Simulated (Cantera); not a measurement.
**Ignition delay**

Mixture: 3.71 % CH4, 1.67 % CO, 17.5 % O2, 77.1 % N2, at 0.720 bar, adiabatic and at constant pressure. Ignition delay is the time to a rise of 400 K.

Detailed kinetics in Cantera: GRI-Mech 3.0 (53 species, 325 reactions).

```csv
T0 (K),delay (ms)
1200,46.2
1250,22.2
1300,11.3
1350,6.01
1400,3.39
1450,2.02
1500,1.27
1550,0.837
1600,0.572
```

```json
{
 "apparent activation energy between 1500 and 1600 K": "160 kJ/mol"
}
```
